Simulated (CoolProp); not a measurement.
A single-stage vapour-compression cycle with R115: evaporating at 205.15 K (dew point), condensing at 267.15 K (bubble point), superheat 8 K, subcooling 5 K, compressor efficiency 0.75, no pressure losses. Each further row changes one setting.

The numbers come from the reference Helmholtz-energy equation of state, Lemmon 2016 in CoolProp.

```json
[
 {"case": "as stated", "cooling COP": "?", "pressure ratio": "16.1", "discharge temperature (K)": "290.0", "refrigerating effect (kJ/kg)": "86.9", "volumetric capacity (kJ/m³)": "173"},
 {"case": "evaporating temperature 210.15 K", "cooling COP": "2.16", "pressure ratio": "12.0", "discharge temperature (K)": "287.5", "refrigerating effect (kJ/kg)": "?", "volumetric capacity (kJ/m³)": "236"},
 {"case": "condensing temperature 262.15 K", "cooling COP": "2.12", "pressure ratio": "13.6", "discharge temperature (K)": "?", "refrigerating effect (kJ/kg)": "91.8", "volumetric capacity (kJ/m³)": "183"},
 {"case": "subcooling 10 K", "cooling COP": "1.98", "pressure ratio": "16.1", "discharge temperature (K)": "290.0", "refrigerating effect (kJ/kg)": "91.8", "volumetric capacity (kJ/m³)": "183"},
 {"case": "superheat 18 K", "cooling COP": "?", "pressure ratio": "16.1", "discharge temperature (K)": "?", "refrigerating effect (kJ/kg)": "92.9", "volumetric capacity (kJ/m³)": "?"},
 {"case": "compressor efficiency 0.65", "cooling COP": "1.63", "pressure ratio": "16.1", "discharge temperature (K)": "299.6", "refrigerating effect (kJ/kg)": "86.9", "volumetric capacity (kJ/m³)": "173"}
]
```

**Question.** Fill in the missing entries.

**Answer.** 
- as stated, cooling COP: 1.88
- evaporating temperature 210.15 K, refrigerating effect (kJ/kg): 89.7
- condensing temperature 262.15 K, discharge temperature (K): 285.0
- superheat 18 K, cooling COP: 1.91
- superheat 18 K, discharge temperature (K): 301.2
- superheat 18 K, volumetric capacity (kJ/m³): 177
